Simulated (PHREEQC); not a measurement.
# Polishing slurry liquid: an equilibrium model

Dissolve 0.066 mol NH3 and 0.00027 mol K2SO4 per kg of water at 10 °C. Closed to the air; pH follows from the charge balance.

The numbers come from PHREEQC with the ion-association model, wateq4f.dat.

No solid was allowed to form.

Predict the pH.

pH 11.54.

In which forms is N present?

NH3 98 %, NH4+ 1.6 % of the N.

At this temperature some constants are extrapolated from 25 °C, and those without enthalpy data are left unchanged.
